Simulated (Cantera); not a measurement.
Charge: 1 mol SiH2Cl2, 6.2 mol H2, at 2300 K and 5.30 mbar.

Equilibrium computed with Cantera from the NASA thermochemical tables; the gas is ideal and each condensed phase is pure. The tables' values for SiCl, SiCl3 are old estimates; treat these amounts as uncertain. Gases not in the tables: Si2H6 and higher silanes. The numbers say what is thermodynamically allowed, not how fast it happens.

```json
[
 {"species": "H2", "before": "0.632", "after": "0.770"},
 {"species": "HCl", "before": "0.141", "after": "0.140"},
 {"species": "SiCl2", "before": "0.0224", "after": "0.0446"},
 {"species": "H", "before": "0.106", "after": "0.0269"},
 {"species": "Si", "before": "0.0719", "after": "0.00932"},
 {"species": "Cl", "before": "0.0169", "after": "0.00352"},
 {"species": "SiCl3", "before": "2.66e-5", "after": "0.000208"},
 {"species": "Si2", "before": "0.000568", "after": "0.000180"},
 {"species": "SiH2", "before": "0.000121", "after": "0.000359"},
 {"species": "SiCl", "before": "0.00781", "after": "0.00397"},
 {"species": "SiH", "before": "0.00153", "after": "0.000950"},
 {"species": "Si3", "before": "4.35e-5", "after": "3.36e-5"},
 {"species": "Si(l), mol", "before": "0", "after": "0.495"}
]
```
Gas species are given as mole fractions.

### Question
What was changed between the two runs?
A) pressure from 5.30 mbar to 0.100 bar
B) temperature from 2300 K to 2600 K
C) temperature from 2300 K to 1623.15 K
D) 1.7 mol Cl2 added

### Answer
A, pressure from 5.30 mbar to 0.100 bar
